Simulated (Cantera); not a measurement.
Cantera with NASA thermochemical tables; ideal gases at 1 bar, condensed phases pure. Values are per mole of reaction as written; species without (g) are pure solids or liquids, kept so even where they would boil at 1 bar.

### Question
Between 300 and 2450 K, where is each reaction favourable under standard conditions?
- N₂(g) + 4 CaO + 4 Cl₂(g) → 2 NO₂(g) + 4 CaCl₂

### Answer
- N₂(g) + 4 CaO + 4 Cl₂(g) → 2 NO₂(g) + 4 CaCl₂: ΔG° is -473 kJ at 300 K and -49 kJ at 2450 K; it stays negative (K > 1). ΔH° is -285 kJ and ΔS° -96 J/K at 2450 K.
